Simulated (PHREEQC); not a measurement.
Make-up at 25 °C: 0.26 mol NaHCO3, 5.9e-05 mol Na2CO3 and 0.26 mol NaCl per kg of water. Closed to the air; pH follows from the charge balance.

The numbers come from PHREEQC with the ion-association model, phreeqc.dat.

Precipitation was switched off in this run.

Problem. What pH does the model give?

Solution. pH 7.76.

Problem. In which forms is C present?

Solution. HCO3- 85 %, NaHCO3 10 %, CO2 2.1 %, NaCO3- 1.4 %, CO3-2 0.7 % of the C.

Species that the database lacks are ignored.
